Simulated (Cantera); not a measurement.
An isothermal, constant-pressure homogeneous reactor starts with 0.964 % H2, 87.6 % O2, 11.4 % N2, equivalence ratio 0.0055, at 1275 K and 15.8 Torr.

Model: GRI-Mech 3.0 (53 species, 325 reactions), integrated in Cantera. Radical loss at walls, strong at low pressure, is not modelled.

x: mole fraction; the columns are a selection and need not sum to one.

```tsv
t (s)	x H2	x O2	x O	x NO2	x H
4.00e-5	0.00964	0.876	___	<1e-12	9.18e-10
8.92e-5	0.00964	0.876	___	<1e-12	1.33e-9
0.000199	0.00964	0.876	___	<1e-12	2.26e-9
0.000443	0.00964	0.876	___	<1e-12	6.12e-9
0.000988	0.00964	0.876	___	<1e-12	4.45e-8
0.00220	0.00960	0.876	___	<1e-12	3.20e-6
0.00491	0.000694	0.868	___	<1e-12	0.000600
0.0110	4.15e-5	0.868	___	<1e-12	0.000351
0.0244	3.68e-5	0.869	___	<1e-12	0.000292
0.0545	2.88e-5	0.870	___	1.35e-12	0.000201
0.121	1.81e-5	0.872	___	2.56e-12	9.91e-5
0.271	8.41e-6	0.874	___	4.44e-12	3.09e-5
0.604	2.87e-6	0.875	___	7.25e-12	6.14e-6
1.35	8.06e-7	0.876	___	1.07e-11	9.12e-7
3.00	2.14e-7	0.876	___	1.40e-11	1.25e-7
```

Task: Complete the blanks.

Result: 
- 4.00e-5, x O: 1.01e-9
- 8.92e-5, x O: 3.40e-9
- 0.000199, x O: 1.11e-8
- 0.000443, x O: 4.53e-8
- 0.000988, x O: 3.94e-7
- 0.00220, x O: 2.89e-5
- 0.00491, x O: 0.00703
- 0.0110, x O: 0.00785
- 0.0244, x O: 0.00694
- 0.0545, x O: 0.00539
- 0.121, x O: 0.00335
- 0.271, x O: 0.00154
- 0.604, x O: 0.000521
- 1.35, x O: 0.000146
- 3.00, x O: 3.87e-5
